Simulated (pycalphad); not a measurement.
Effect of C content in Hf-C

Computed with pycalphad from the COST 507 light-alloy database (1999), at 1 atm. These are 1990s assessments: newer ones move some temperatures and phases. Phase fractions are per mole of atoms. Diffusion is slow at the low end, where real alloys seldom reach equilibrium.

```
alloy               liquidus (°C)  first solid  solidus (°C)  phases at 527 °C
------------------  -------------  -----------  ------------  ----------------
Hf-0.02228C (wt.%)           2227       BCC_A2          2213       HCP_A3 1.00
Hf-0.04469C (wt.%)           2221       BCC_A2          2206       HCP_A3 1.00
Hf-0.06655C (wt.%)           2215       BCC_A2          2206       HCP_A3 1.00
Hf-0.08924C (wt.%)           2208       BCC_A2          2206       HCP_A3 1.00
Hf-0.135C (wt.%)             2225       HCP_A3          2206       HCP_A3 1.00
Hf-0.1807C (wt.%)               …       HCP_A3          2206                 …
```

Task: What belongs in the gaps?

Result: 
- Hf-0.1807C (wt.%), liquidus (°C): 2246
- Hf-0.1807C (wt.%), phases at 527 °C: HCP_A3 0.99, FCC_A1 0.01

FCC_A1 is fcc; BCC_A2 is bcc; HCP_A3 is hcp. The fcc model also describes the rock-salt carbide or nitride (TiC, TiN, HfC).
